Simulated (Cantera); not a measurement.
**Equilibrium for hydrogen reduction and annealing atmospheres: V2O5 + H2 + H2O**

Feed: 1 mol V2O5, 140 mol H2, 0.068 mol H2O, at 1250 °C and 8300 Pa.

Method: chemical equilibrium by Gibbs-energy minimisation in Cantera with the NASA 1993 tables (ideal gas, pure condensed phases). Candidate condensed phases: H2O, V, VO, V2O3, V2O4, V2O5; 12 gas species. Condensed phases not in the tables: the oxides between V2O3 and V2O5 other than VO2. Kinetics and transport are ignored.

| Quantity | Value |
|---|---|
| x(H2) | 0.985 |
| x(H2O) | 0.0148 |
| x(H) | 7.96e-5 |
| n(V2O3(s)) | 1.000 mol |
| gas amount | 140.1 mol |
| log10 activity of V(s) (absent) | -3.26 |
| log10 activity of V2O5(l) (absent) | -10.83 |
